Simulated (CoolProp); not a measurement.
A simple Rankine cycle with water: condensing at 330.15 K, boiler at 7.72 MPa, turbine inlet 715.7 K, turbine efficiency 0.9, pump efficiency 0.8, no recuperator. Each further row changes one setting.

The numbers come from the reference Helmholtz-energy equation of state, Wagner 2002 in CoolProp.

```json
[
 {"case": "as stated", "thermal efficiency (%)": "33.1", "net work (kJ/kg)": "___", "heat in (kJ/kg)": "3010", "turbine exit temperature (K)": "330.1", "volume ratio over the turbine": "190"},
 {"case": "turbine inlet 735.7 K", "thermal efficiency (%)": "33.4", "net work (kJ/kg)": "1020", "heat in (kJ/kg)": "___", "turbine exit temperature (K)": "330.1", "volume ratio over the turbine": "___"},
 {"case": "condensing temperature 322.15 K", "thermal efficiency (%)": "34.1", "net work (kJ/kg)": "___", "heat in (kJ/kg)": "___", "turbine exit temperature (K)": "322.2", "volume ratio over the turbine": "___"},
 {"case": "boiler pressure 5.4 MPa", "thermal efficiency (%)": "___", "net work (kJ/kg)": "971", "heat in (kJ/kg)": "3050", "turbine exit temperature (K)": "330.1", "volume ratio over the turbine": "133"},
 {"case": "turbine efficiency 0.8", "thermal efficiency (%)": "29.4", "net work (kJ/kg)": "885", "heat in (kJ/kg)": "3010", "turbine exit temperature (K)": "330.1", "volume ratio over the turbine": "201"}
]
```

What belongs in the gaps?


- as stated, net work (kJ/kg): 997
- turbine inlet 735.7 K, heat in (kJ/kg): 3060
- turbine inlet 735.7 K, volume ratio over the turbine: 185
- condensing temperature 322.15 K, net work (kJ/kg): 1040
- condensing temperature 322.15 K, heat in (kJ/kg): 3040
- condensing temperature 322.15 K, volume ratio over the turbine: 271
- boiler pressure 5.4 MPa, thermal efficiency (%): 31.9

The expansion ends wet for: as stated; turbine inlet 735.7 K; condensing temperature 322.15 K; boiler pressure 5.4 MPa; turbine efficiency 0.8.
